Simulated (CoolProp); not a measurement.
The fluid at 291.73 K and 0.47 MPa expands adiabatically to 0.0461 MPa with isentropic efficiency 1. The same conditions are run with several fluids, on thermodynamics alone (safety and materials aside).

Computed with CoolProp (reference Helmholtz-energy equation of state of each fluid (R22: Kamei 1995; R507A: Lemmon 2003; CH2F2 (R32): Tillner-Roth 1997; carbon monoxide: Lemmon 2006; dry air: Lemmon 2000)). Blends and air are pseudo-pure fits.

**Question.** Rank R22, R507A, CH2F2 (R32), carbon monoxide, dry air by work (kJ/kg), highest first.

**Answer.** carbon monoxide (146), dry air (142), CH2F2 (R32) (82.9), R22 (51.8), R507A (47.6)

| fluid | final temperature (K) | final phase | final density (kg/m³) |
|---|---|---|---|
| R22 | 216.8 | two-phase, vapour fraction 0.946 | 2.39 |
| R507A | 223.1 | gas | 2.51 |
| CH2F2 (R32) | 207.2 | two-phase, vapour fraction 0.934 | 1.53 |
| carbon monoxide | 150.0 | gas | 1.04 |
| dry air | 149.8 | gas | 1.07 |
